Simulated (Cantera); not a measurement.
An adiabatic, constant-volume homogeneous reactor starts with CH₄ : O₂ : N₂ : CO₂ = 1 : 1.54 : 5.78 : 0.25 (molar parts), equivalence ratio 1.3, at 1650 K and 9.00 bar.

Detailed kinetics in Cantera: GRI-Mech 3.0 (53 species, 325 reactions). Above 3000 K some thermodynamic fits are extrapolated.

**Question.** Predict: time of steepest temperature rise; temperature at 3.00 s; equilibrium temperature; x(O₂) at 3.00 s; x(CO₂) at 3.00 s; x(HCO) at 3.00 s; x(NO) at 3.00 s; x(HCN) at 3.00 s; x(O) at 3.00 s.

**Answer.** 
* **time of steepest temperature rise**: 57.6 µs
* **temperature at 3.00 s**: 3126 K
* **equilibrium temperature**: 3126 K
* **x(O₂) at 3.00 s**: 0.00490 (gas-phase equilibrium 0.00490)
* **x(CO₂) at 3.00 s**: 0.0495 (gas-phase equilibrium 0.0495)
* **x(HCO) at 3.00 s**: 1.10e-6 (gas-phase equilibrium 1.10e-6)
* **x(NO) at 3.00 s**: 0.00752 (gas-phase equilibrium 0.00752)
* **x(HCN) at 3.00 s**: 1.11e-7 (gas-phase equilibrium 1.11e-7)
* **x(O) at 3.00 s**: 0.00281 (gas-phase equilibrium 0.00281)
